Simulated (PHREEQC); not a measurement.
Dissolve 3.7 mmol/kgw Cu(BF4)2, 0.37 mmol/kgw H2SO4 and 28 mmol/kgw KCl at 20 °C. Closed to the air; pH follows from the charge balance.

The numbers come from PHREEQC with the ion-association model, phreeqc.dat.

The pH is 2.84. The ionic strength is 0.0406 mol/kgw and the total alkalinity comes out as -22.9 meq/kg.

| species | molality | activity | log γ |
|---|---|---|---|
| K+ | 0.0280 | 0.0232 | -0.082 |
| Cl- | 0.0279 | 0.0231 | -0.081 |
| BF4- | 0.00555 | 0.00463 | -0.079 |
| Cu+2 | 0.00349 | 0.00178 | -0.292 |
| HF | 0.00320 | 0.00324 | 0.004 |
| F- | 0.00196 | 0.00162 | -0.083 |
| H+ | 0.00169 | 0.00146 | -0.064 |
| H3BO3 | 0.00107 | 0.00108 | 0.004 |
| BF3OH- | 0.000573 | 0.000478 | -0.079 |

No solid was allowed to form. Real BF4- forms and hydrolyses slowly; the run takes it at equilibrium.
